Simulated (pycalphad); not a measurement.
Effect of Al content in Si-Al

All values are pycalphad results on the COST 507 light-alloy database (1999) (1 atm), not direct measurements. The database dates from 1999; later assessments differ in places, in temperatures and in the compounds included. Phase fractions are per mole of atoms.

```json
[
 {"alloy": "Si-3.96Al (at.%)", "liquidus (K)": "1668", "first solid": "diamond (Si)", "solidus (K)": "850", "phases at 775 K": "diamond (Si) 0.96, fcc 0.04"},
 {"alloy": "Si-11.87Al (at.%)", "liquidus (K)": "1628", "first solid": "diamond (Si)", "solidus (K)": "850", "phases at 775 K": "diamond (Si) 0.88, fcc 0.12"},
 {"alloy": "Si-15.83Al (at.%)", "liquidus (K)": "[?]", "first solid": "diamond (Si)", "solidus (K)": "850", "phases at 775 K": "[?]"},
 {"alloy": "Si-47.49Al (at.%)", "liquidus (K)": "1361", "first solid": "diamond (Si)", "solidus (K)": "850", "phases at 775 K": "diamond (Si) 0.52, fcc 0.48"}
]
```

Task: What belongs in the gaps?

Result: 
- Si-15.83Al (at.%), liquidus (K): 1607
- Si-15.83Al (at.%), phases at 775 K: diamond (Si) 0.84, fcc 0.16
